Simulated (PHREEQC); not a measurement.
**City or well water: speciation**

Model water analysis in mg/L, 25 °C, pH 7.18, pe 9.7: Na 14.8; K 0.425; Ca 41.1; Mg 5.8; Cl 19.7; S(6) as SO4 60.8; Alkalinity as HCO3 86.5; Br 2.79.

Valence states are taken as typed.

Computed with PHREEQC (ion-association model, phreeqc.dat).

```json
{
 "ionic_strength": "0.00481 mol/kgw",
 "specific_conductance": "338 µS/cm",
 "charge_balance_error": "-1.5 %"
}
```

| species | molality | activity | log γ |
|---|---|---|---|
| HCO3- | 0.00140 | 0.00130 | -0.032 |
| Ca+2 | 0.000958 | 0.000717 | -0.126 |
| Na+ | 0.000642 | 0.000597 | -0.032 |
| SO4-2 | 0.000562 | 0.000419 | -0.127 |
| Cl- | 0.000556 | 0.000516 | -0.033 |
| Mg+2 | 0.000220 | 0.000165 | -0.125 |
| CO2 | 0.000193 | 0.000193 | 0.000 |
| CaSO4 | 5.34e-5 | 5.34e-5 | 0.000 |

Precipitation was switched off in this run.
